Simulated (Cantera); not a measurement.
A closed system holds: 1 mol SiC, 0.049 mol CO2, 140 mol H2, at 0.0100 bar.

These are equilibrium values from Cantera (NASA tables, ideal gas, pure condensed phases), not measurements of a reactor. Candidate condensed phases: C, C6H6, C7H8, C8H18, H2O, Si, SiC, SiO2; 123 gas species. Kinetics and transport are ignored. All values below are at 1898 K.

Base state: H2 0.991, H 0.00778, CO 0.000614, Si 0.000195, SiO 8.27e-5, C2H2 (acetylene) 2.01e-5, SiH 1.69e-5 (mole fractions); condensed: SiC(s).

Question: What changes in the equilibrium state with this change: H2 from 140 to 1.8 mol?

Answer: 
```json
[
 {"species": "H2", "before": "0.991", "after": "0.941"},
 {"species": "CO", "before": "0.000614", "after": "0.0387"},
 {"species": "SiO", "before": "8.27e-5", "after": "0.0127"},
 {"species": "C2H2 (acetylene)", "before": "2.01e-5", "after": "7.84e-6"},
 {"species": "Si", "before": "0.000195", "after": "0.000304"},
 {"species": "SiH", "before": "1.69e-5", "after": "2.57e-5"},
 {"species": "SiC(s), mol", "before": "0.956", "after": "0.975"}
]
```
Gases not in the tables: Si2H6 and higher silanes.
